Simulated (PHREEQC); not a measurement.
A PHREEQC input (ion-association model, phreeqc.dat):

```
SOLUTION 1
  temp 85
  units mg/L
  pH 12.5
  pe 11.7
  Na 353
  K 0.0587
  Ca 279
  Mg 7.5
  Cl 845
  S(6) 191 as SO4
  Alkalinity 79.9 as HCO3
  O(0) 0.368
  Zn 58.7
END
USE solution 1
EQUILIBRIUM_PHASES 1
  Gypsum 0 0
  Quartz 0 0.5
  CO2(g) -2 10
END
```

It stops with these messages:

```
WARNING: Maximum iterations exceeded, 100
WARNING: Maximum iterations exceeded, 100
WARNING: The program has failed to converge to a numerical solution.
ERROR:           Alkalinity has not converged. Total: 1.312514e-03	Calculated: 1.767070e+00	Residual: -1.765757e+00
ERROR: Is non-carbonate alkalinity greater than total alkalinity?
ERROR:                   Ca has not converged. Total: 6.977491e-03	Calculated: 2.393178e-03	Residual: 4.584313e-03
ERROR:                   Cl has not converged. Total: 2.389057e-02	Calculated: 4.267188e-04	Residual: 2.346385e-02
ERROR:                    K has not converged. Total: 1.504742e-06	Calculated: 2.573300e-06	Residual: -1.068558e-06
ERROR:                   Mg has not converged. Total: 3.092170e-04	Calculated: 3.628605e-04	Residual: -5.364350e-05
ERROR:                   Na has not converged. Total: 1.539084e-02	Calculated: 1.339170e-02	Residual: 1.999138e-03
ERROR:                 O(0) has not converged. Total: 2.305423e-05	Calculated: 2.006338e-05	Residual: 2.990851e-06
ERROR:                 S(6) has not converged. Total: 1.992946e-03	Calculated: 2.610817e-03	Residual: -6.178712e-04
ERROR:                   Zn has not converged. Total: 9.000828e-04	Calculated: 1.086086e-03	Residual: -1.860035e-04
ERROR:                   Mu Ionic strength has not converged. 	Residual: -2.214198e-01
ERROR:               A(H2O) Activity of water has not converged. 	Residual: 3.030689e-02
ERROR: Model failed to converge for initial solution  1.
```

Problem. Find the cause and the fix.

Solution. The fault: pH typed as 12.5 with the alkalinity kept. The line should read `pH 6.81` where the input has `pH 12.5`. With the mend the run ends at pH 7.15 and ionic strength 0.0372 mol/kgw.
